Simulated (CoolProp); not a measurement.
Aqueous ammonia as a coolant, 29 % by mass, freezing at -77.4 °C, 1 atm.

The numbers come from the Melinder's fits for secondary coolants in CoolProp.

```csv
T (°C),cp (kJ/(kg K)),viscosity (mPa s),conductivity (W/(m K)),density (kg/m³)
-11.2,4.262,3.31,0.396,913.0
-5.8,4.256,(withheld),0.405,910.1
-0.4,4.251,2.28,0.415,907.1
5.1,4.247,1.93,0.424,903.9
10.5,4.243,(withheld),(withheld),900.7
15.9,4.239,1.42,0.443,897.3
21.3,4.235,1.24,0.452,893.9
26.7,4.230,1.08,0.461,890.5
```

**Question.** Fill in the missing entries.

**Answer.** 
- -5.8, viscosity (mPa s): 2.72
- 10.5, viscosity (mPa s): 1.65
- 10.5, conductivity (W/(m K)): 0.433
